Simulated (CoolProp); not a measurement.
The numbers come from the reference Helmholtz-energy equation of state, Thol 2022 in CoolProp.

Q: For vinyl chloride, give the phase and the cv (kJ/(kg K)), Joule-Thomson coefficient (K/MPa), isothermal compressibility (1/MPa) at 18.05 °C and 1050 kPa; 18.05 °C and 5250 kPa; 18.05 °C and 8400 kPa.

A: 
- 18.05 °C and 1050 kPa: liquid; cv 0.916, Joule-Thomson coefficient -0.293, isothermal compressibility 0.00221
- 18.05 °C and 5250 kPa: liquid; cv 0.919, Joule-Thomson coefficient -0.317, isothermal compressibility 0.00203
- 18.05 °C and 8400 kPa: liquid; cv 0.921, Joule-Thomson coefficient -0.332, isothermal compressibility 0.00191
